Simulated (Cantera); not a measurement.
Cantera run, input and output.

```python
import numpy as np
import cantera as ct

gas = ct.Solution("gri30.yaml")
gas.TPX = 598, 101325, {'CO': 1, 'H2': 1.5, 'O2': 1.89, 'N2': 7.12}
inlet = ct.Reservoir(gas, clone=True)
gas.equilibrate("HP")  # start burning
reactor = ct.IdealGasConstPressureReactor(gas, energy="on", clone=False)
exhaust = ct.Reservoir(gas, clone=True)
tau = [0.18, 0.074, 0.03, 0.013, 0.0052, 0.0021, 0.00087, 0.00036, 0.00015, 6.1e-05, 2.5e-05, 1e-05, 4.2e-06][0]
for a, b in ((inlet, reactor), (reactor, exhaust)):
    ct.MassFlowController(a, b, mdot=lambda t: reactor.mass / tau)
net = ct.ReactorNet([reactor])
show = ['CO', 'H2', 'O2', 'HO2', 'O', 'H']

rows = []
print(f"{'tau/s':>10s}{'T/K':>9s}" + "".join(f"{s:>11s}" for s in show))
for tau in [0.18, 0.074, 0.03, 0.013, 0.0052, 0.0021, 0.00087, 0.00036, 0.00015, 6.1e-05, 2.5e-05, 1e-05, 4.2e-06]:
    net.initial_time = 0.0
    net.advance(30 * tau)
    before = gas.X
    net.advance(40 * tau)
    drift = np.max(np.abs(gas.X - before) / (gas.X + 1e-9))
    rows.append([gas.T, *gas[show].X, drift])
    print(f"{tau:10.3e}{gas.T:9.1f}" + "".join(f"{x:11.3e}" for x in gas[show].X))
```

Output:

```
     tau/s      T/K         CO         H2         O2        HO2          O          H
 1.800e-01   2205.4  2.713e-03  7.663e-04  6.092e-02  2.883e-06  7.703e-04  1.796e-04
 7.400e-02   2202.8  3.094e-03  8.692e-04  6.164e-02  2.939e-06  8.788e-04  2.174e-04
 3.000e-02   2192.8  3.936e-03  1.103e-03  6.227e-02  3.045e-06  1.119e-03  3.124e-04
 1.300e-02   2171.9  5.483e-03  1.551e-03  6.296e-02  3.357e-06  1.587e-03  5.303e-04
 5.200e-03   2130.2  8.395e-03  2.451e-03  6.410e-02  4.370e-06  2.568e-03  1.100e-03
 2.100e-03   2065.3  1.257e-02  3.866e-03  6.577e-02  6.682e-06  4.205e-03  2.343e-03
 8.700e-04   1977.2  1.758e-02  5.753e-03  6.798e-02  1.078e-05  6.537e-03  4.683e-03
 3.600e-04   1862.8  2.332e-02  8.043e-03  7.090e-02  1.707e-05  9.500e-03  8.692e-03
 1.500e-04   1721.2  3.050e-02  1.055e-02  7.524e-02  2.581e-05  1.245e-02  1.444e-02
 6.100e-05   1537.8  4.380e-02  1.411e-02  8.432e-02  4.023e-05  1.353e-02  2.029e-02
 2.500e-05   1244.7  7.127e-02  3.713e-02  1.120e-01  8.120e-05  6.711e-03  1.706e-02
 1.000e-05    598.0  8.688e-02  1.303e-01  1.642e-01  2.692e-17  2.085e-17  1.083e-18
 4.200e-06    598.0  8.688e-02  1.303e-01  1.642e-01  1.923e-18  9.621e-18  4.871e-19
```

Cantera simulation using GRI-Mech 3.0 (53 species, 325 reactions); the numbers are that mechanism's predictions, not measurements.
